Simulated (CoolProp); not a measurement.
A simple Rankine cycle with R1233zd(E): condensing at 331.15 K, boiler at 3.06 MPa, turbine inlet 434.4 K, turbine efficiency 0.7, pump efficiency 0.8, no recuperator. Each further row changes one setting.

The numbers come from the reference Helmholtz-energy equation of state, Akasaka 2022 in CoolProp.

```csv
case,thermal efficiency (%),net work (kJ/kg),heat in (kJ/kg),turbine exit temperature (K),volume ratio over the turbine
as stated,11.2,24.6,221,357.0,11.6
condensing temperature 323.15 K,12.1,27.8,231,352.0,14.7
boiler pressure 2.14 MPa,10.1,24.7,245,382.4,6.52
turbine efficiency 0.6,9.4,20.7,221,361.3,11.8
```
